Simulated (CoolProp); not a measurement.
Vapour-liquid equilibrium of cyclohexane (1) + dimethyl carbonate (2) at 0.00915 MPa; x and y are mole fractions of (1).

Computed with CoolProp (multi-fluid Helmholtz-energy mixture model, Zhou 2014 and Zhou 2011; pair parameters Bell 2016).

Q: Give the bubble temperature and the first vapour's composition at x = 0.35, 0.65, 0.8. Is there an azeotrope?

A: x = 0.35: 285.9 K, y = 0.663; x = 0.65: 285.7 K, y = 0.669; x = 0.8: 285.9 K, y = 0.697. y crosses x between x = 0.65 and 0.8: the model has an azeotrope there.

The pair parameters rest on a limited set of measurements; away from them the model extrapolates.
